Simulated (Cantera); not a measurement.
Input (Python, Cantera):

```python
import numpy as np
import cantera as ct

gas = ct.Solution("gri30.yaml")
gas.TPX = 900, 57000, {'H2': 1.8, 'O2': 1, 'N2': 1.7}
reactor = ct.IdealGasConstPressureReactor(gas, energy="off", clone=False)
net = ct.ReactorNet([reactor])
net.rtol, net.atol = 1e-08, 1e-18
show = ['H2', 'O2', 'NO', 'HO2', 'H2O2']
times = np.geomspace(0.0001, 200, 14)

steps = ct.SolutionArray(gas, extra=["t"])
rows = []
print(f"{'t/s':>10s}{'T/K':>9s}{'P/Pa':>11s}" + "".join(f"{s:>11s}" for s in show))
for t in times:
    while net.time < t:
        t_next = net.step()
        steps.append(gas.state, t=t_next)
    rows.append([np.interp(t, steps.t, y) for y in (steps.T, steps.P, *steps(*show).X.T)])
    print(f"{t:10.3e}{rows[-1][0]:9.1f}{rows[-1][1]:11.4g}" + "".join(f"{x:11.3e}" for x in rows[-1][2:]))
rate = np.gradient(steps.T, steps.t)
print("integrator steps:", len(steps.t))
if steps.T.max() > steps.T[0] + 200:
    print(f"time of steepest temperature rise: {steps.t[rate.argmax()]:.4e} s")
gas.TPX = 900, 57000, {'H2': 1.8, 'O2': 1, 'N2': 1.7}
gas.equilibrate("TP")
print(f"equilibrium (TP): T = {gas.T:.1f} K  " + "  ".join(f"{s} {gas[s].X[0]:.3e}" for s in show))
```

It prints:

```
       t/s      T/K       P/Pa         H2         O2         NO        HO2       H2O2
 1.000e-04    900.0    5.7e+04  4.000e-01  2.222e-01  2.458e-24  5.954e-10  1.090e-12
 3.053e-04    900.0    5.7e+04  4.000e-01  2.222e-01  2.587e-23  2.857e-09  1.665e-11
 9.319e-04    900.0    5.7e+04  4.000e-01  2.222e-01  1.442e-22  1.122e-08  2.133e-10
 2.845e-03    900.0    5.7e+04  4.000e-01  2.222e-01  9.216e-22  4.537e-08  2.558e-09
 8.685e-03    900.0    5.7e+04  4.000e-01  2.222e-01  2.415e-20  3.121e-07  4.264e-08
 2.651e-02    900.0    5.7e+04  4.000e-01  2.222e-01  5.997e-17  1.328e-05  6.419e-06
 8.094e-02    900.0    5.7e+04  3.449e-01  1.953e-01  2.895e-10  2.678e-05  2.448e-04
 2.471e-01    900.0    5.7e+04  3.397e-01  1.924e-01  4.816e-10  4.758e-05  9.017e-04
 7.543e-01    900.0    5.7e+04  3.074e-01  1.765e-01  4.819e-10  5.361e-05  1.312e-03
 2.303e+00    900.0    5.7e+04  2.280e-01  1.381e-01  3.869e-10  4.707e-05  1.014e-03
 7.030e+00    900.0    5.7e+04  9.329e-02  7.291e-02  3.346e-10  3.090e-05  3.921e-04
 2.146e+01    900.0    5.7e+04  5.456e-03  3.041e-02  1.839e-10  8.070e-06  2.535e-05
 6.551e+01    900.0    5.7e+04  1.294e-04  2.784e-02  1.797e-11  5.399e-07  1.201e-07
 2.000e+02    900.0    5.7e+04  8.780e-06  2.778e-02  1.096e-11  7.726e-08  3.140e-09
integrator steps: 2540
equilibrium (TP): T = 900.0 K  H2 1.279e-11  O2 2.778e-02  NO 2.611e-06  HO2 6.713e-11  H2O2 4.282e-11
```

Detailed kinetics in Cantera: GRI-Mech 3.0 (53 species, 325 reactions). Below about 950 K walls govern HO2 and H2O2 in real vessels. The temperature is held fixed by assumption; the heat of reaction is taken as removed at once.
